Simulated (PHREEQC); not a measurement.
Make-up at 3.5 °C: 4.6 mol CaCl2 and 0.0094 mol H3BO3 per kg of water. Closed to the air; pH follows from the charge balance.

Computed with PHREEQC (Pitzer model, pitzer.dat).

Question: The ionic strength comes out as 13.8 mol/kgw. What activity coefficients do CaB(OH)4+, H+, Ca+2, Cl-, B(OH)4- get?

Answer: CaB(OH)4+ 11, H+ 53, Ca+2 170, Cl- 0.92, B(OH)4- 0.0087. Single-ion values are on the MacInnes scale.

Precipitation was switched off in this run. In brines, pH and single-ion activities rest on the MacInnes convention. At this temperature some constants are extrapolated from 25 °C, and those without enthalpy data are left unchanged.
